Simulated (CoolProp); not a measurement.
CH2F2 (R32) at several states: Z from the reference equation and from simpler models built on Tc = 78.1 °C, pc = 5783 kPa, ω = 0.277; each cubic takes its own stable root.

Model: reference Helmholtz-energy equation of state, Tillner-Roth 1997, in CoolProp.

| T (°C) | p (kPa) | phase | reference | van der Waals | Redlich-Kwong | Soave-Redlich-Kwong | Peng-Robinson |
|---|---|---|---|---|---|---|---|
| 13.05 | 71.4 | gas | 0.9898 | 0.9940 | 0.9925 | 0.9919 | 0.9913 |
| -62.15 | 145 | liquid | ? | 0.9753 | ? | ? | ? |
| -20.15 | 108 | gas | 0.9750 | 0.9879 | 0.9839 | 0.9821 | 0.9812 |
| 107.05 | 21100 | supercritical | ? | 0.6839 | 0.5688 | 0.5860 | ? |
| 14.05 | 622 | gas | 0.9070 | 0.9459 | 0.9317 | 0.9258 | 0.9210 |

Task: Complete the blanks.

Result: 
- -62.15, reference: 0.003463
- -62.15, Redlich-Kwong: 0.004603
- -62.15, Soave-Redlich-Kwong: 0.004451
- -62.15, Peng-Robinson: 0.003945
- 107.05, reference: 0.4521
- 107.05, Peng-Robinson: 0.5320

At some of these states van der Waals gives the other phase, because its saturation line lies elsewhere.
